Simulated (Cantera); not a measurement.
A Cantera script and what it prints.

```python
import numpy as np
import cantera as ct

gas_names = """
    H HNO HNO2 HNO3 HO2 H2 H2O H2O2 N NH NH2 NH3 NH2OH NO NO2 NO3 N2 N2H2 N2H4 N2O O OH O2 O3 Si SiH
    SiH2 SiH3 SiH4 SiN SiO SiO2 Si2 Si2N Si3
""".split()
cond_names = """
    H2O(s) H2O(L) Si(cr) Si(L) SiO2(Lqz) SiO2(hqz) SiO2(L) Si2N2O(s) Si3N4(a)
""".split()


def load(file, names, dense=False):
    # The tables refer to 1 bar. Condensed volumes are neglected.
    table = {s.name: s for s in ct.Species.list_from_file(file)}
    out = []
    for n in names:
        d = dict(table[n].input_data)
        d["thermo"] = dict(d["thermo"], **{"reference-pressure": 1e5})
        if dense:
            d["equation-of-state"] = {"model": "constant-volume", "density": "1e6 g/cm^3"}
        out.append(ct.Species.from_dict(d))
    return out


gas = ct.Solution(thermo="ideal-gas", species=load("nasa_gas.yaml", gas_names))
cond = {s.name: ct.Solution(thermo="fixed-stoichiometry", species=[s], name=s.name)
        for s in load("nasa_condensed.yaml", cond_names, dense=True)}
atoms = {
    'Si': {'Si': 1},
    'H2O': {'H': 2, 'O': 1},
    'N2': {'N': 2},
}
top_T = {'Si2N2O(s)': 2100, 'Si3N4(a)': 2400}  # K; cautious upper limits of use, not melting points


def equilibrate(T, P, feed):
    n = {}
    for name, mol in feed.items():
        for a, k in atoms[name].items():
            n[a] = n.get(a, 0.0) + k * mol
    gas.TPX = T, P, n
    mass = sum(n.values()) * gas.mean_molecular_weight
    gas.equilibrate("TP")
    valid = [c for c in cond.values() if c.min_temp <= T <= top_T.get(c.name, c.max_temp)]
    mix = ct.Mixture([(gas, mass / gas.mean_molecular_weight)] + [(c, 0.0) for c in valid])
    mix.T, mix.P = T, P
    mix.equilibrate("TP", solver="vcs", rtol=1e-11, max_steps=5000)
    return mix


results = []
feed = {'Si': 1, 'H2O': 0.96, 'N2': 8.8}  # mol
P = 19  # Pa
for T in [825, 925, 1025, 1125, 1225, 1325, 1425, 1525, 1625, 1725, 1825, 1925]:
    mix = equilibrate(T, P, feed)
    results.append((T, P, feed, dict(zip(mix.species_names, mix.species_moles))))

top = {s: max(r[3][s] / sum(r[3][g] for g in gas_names) for r in results) for s in gas_names}
cols = sorted((s for s in top if top[s] > 1e-05), key=lambda s: -top[s])[:6]
seen = [c for c in cond_names if any(r[3].get(c, 0) > 1e-12 for r in results)]
print("log10 of partial pressures in bar; condensed amounts in mol")
print(f"{'T/K':>10s}" + "".join(f"{s[:9]:>10s}" for s in cols + seen))
for T, P, feed, n in results:
    ng = sum(n[g] for g in gas_names)
    print(f"{T:10.4g}" + "".join(f"{np.log10(max(n[s] / ng * P / 1e5, 1e-99)):10.3f}" for s in cols)
          + "".join(f"{n.get(c, 0):10.4g}" for c in seen))
```

It prints:

```
log10 of partial pressures in bar; condensed amounts in mol
       T/K        N2        H2       SiO         H        Si      Si2N    Si(cr) SiO2(Lqz) SiO2(hqz) Si2N2O(s)
       825    -3.768    -4.713   -18.881   -13.457   -32.194   -43.685         0    0.3067         0    0.3467
       925    -3.768    -4.713   -15.377   -11.941   -26.890   -36.521         0         0    0.3067    0.3467
      1025    -3.768    -4.713   -12.564   -10.717   -22.627   -30.767         0         0    0.3067    0.3467
      1125    -3.768    -4.713   -10.259    -9.709   -19.128   -26.047         0         0    0.3067    0.3467
      1225    -3.768    -4.713    -8.337    -8.863   -16.206   -22.107         0         0    0.3066    0.3466
      1325    -3.768    -4.713    -6.710    -8.143   -13.730   -18.771         0         0    0.3034    0.3435
      1425    -3.779    -4.728    -5.313    -7.530   -11.598   -15.902         0         0    0.2235    0.2636
      1525    -3.806    -4.767    -4.784    -7.010    -9.051   -12.028         0         0         0   0.03995
      1625    -3.808    -4.774    -4.770    -6.538    -6.788    -8.561   0.03024         0         0         0
      1725    -3.809    -4.781    -4.772    -6.122    -6.168    -8.256         0         0         0         0
      1825    -3.811    -4.796    -4.773    -5.754    -6.159    -9.072         0         0         0         0
      1925    -3.813    -4.826    -4.775    -5.432    -6.159    -9.819         0         0         0         0
```

These are equilibrium values from Cantera (NASA tables, ideal gas, pure condensed phases), not measurements of a reactor. N2 is the only nitrogen source here; it is nearly inert below about 1500 K, so the nitride shown seldom forms there in practice. Mutual solubility and eutectic melting of coexisting phases are not modelled. The tables' values for SiN are old estimates; treat these amounts as uncertain. The tables hold silica as quartz up to 1696 K and as liquid above; real silica turns to tridymite and cristobalite and melts near 1996 K.
